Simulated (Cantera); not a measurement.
A Cantera script and what it prints.

```python
import numpy as np
import cantera as ct

gas_names = [...]  # 151 gases of nasa_gas.yaml made of C, H, N, O, Si
cond_names = """
    C(gr) C6H6(L) C7H8(L) C8H18(L),n-octa H2O(s) H2O(L) Si(cr) Si(L) SiC(b) SiO2(Lqz) SiO2(hqz) SiO2(L)
    Si2N2O(s) Si3N4(a)
""".split()


# ... load() reads the species with a 1 bar reference pressure and builds the phases ...
atoms = {
    'SiC': {'Si': 1, 'C': 1},
    'H2O': {'H': 2, 'O': 1},
    'N2': {'N': 2},
}
top_T = {'C(gr)': 4500, 'SiC(b)': 3050, 'Si2N2O(s)': 2100, 'Si3N4(a)': 2400}  # K; cautious upper limits of use, not melting points


# ... equilibrate(T, P, feed) seeds the gas with the atoms and calls Mixture.equilibrate('TP', solver="vcs", rtol=1e-11, max_steps=5000) ...
results = []
feed = {'SiC': 1, 'H2O': 0.092, 'N2': 6}  # mol
P = 51  # Pa
for T in [1600, 1625, 1650, 1675, 1700, 1725, 1750, 1775]:
    mix = equilibrate(T, P, feed)
    results.append((T, P, feed, dict(zip(mix.species_names, mix.species_moles))))

top = {s: max(r[3][s] / sum(r[3][g] for g in gas_names) for r in results) for s in gas_names}
cols = sorted((s for s in top if top[s] > 1e-05), key=lambda s: -top[s])[:5]
seen = [c for c in cond_names if any(r[3].get(c, 0) > 1e-12 for r in results)]
print("log10 of partial pressures in bar; condensed amounts in mol")
print(f"{'T/K':>10s}" + "".join(f"{s[:9]:>10s}" for s in cols + seen))
for T, P, feed, n in results:
    ng = sum(n[g] for g in gas_names)
    print(f"{T:10.4g}" + "".join(f"{np.log10(max(n[s] / ng * P / 1e5, 1e-99)):10.3f}" for s in cols)
          + "".join(f"{n.get(c, 0):10.4g}" for c in seen))
```

Result:

```
log10 of partial pressures in bar; condensed amounts in mol
       T/K        N2        H2        CO       SiO         H    SiC(b)
      1600    -3.306    -5.124    -5.420    -5.422    -6.827    0.9538
      1625    -3.306    -5.126    -5.420    -5.423    -6.714    0.9537
      1650    -3.306    -5.128    -5.418    -5.424    -6.605    0.9536
      1675    -3.306    -5.130    -5.416    -5.426    -6.500    0.9533
      1700    -3.306    -5.132    -5.413    -5.430    -6.398    0.9529
      1725    -3.306    -5.136    -5.408    -5.435    -6.299    0.9523
      1750    -3.306    -5.140    -5.400    -5.444    -6.203    0.9514
      1775    -3.306    -5.144    -5.389    -5.458    -6.111      0.95
```

Equilibrium computed with Cantera from the NASA thermochemical tables; the gas is ideal and each condensed phase is pure. The tables' values for SiN are old estimates; treat these amounts as uncertain.
